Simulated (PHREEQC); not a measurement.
Dissolve 0.0049 mol Na2SiO3 and 0.087 mol K2HPO4 per kg of water at 25 °C. Closed to the air; pH follows from the charge balance.

All values are PHREEQC results (ion-association model, phreeqc.dat), not measurements.

Precipitation was switched off in this run.

Estimate the pH, density, ionic strength.

pH 10.36; density 1.010 g/cm³; ionic strength 0.268 mol/kgw.

In which forms is Na present?

Na+ 96 %, NaHPO4- 3.8 % of the Na.

Saturation is exceeded, for instance for Quartz (slow to form), Chalcedony (slow to form); the values hold only as long as no solid forms.
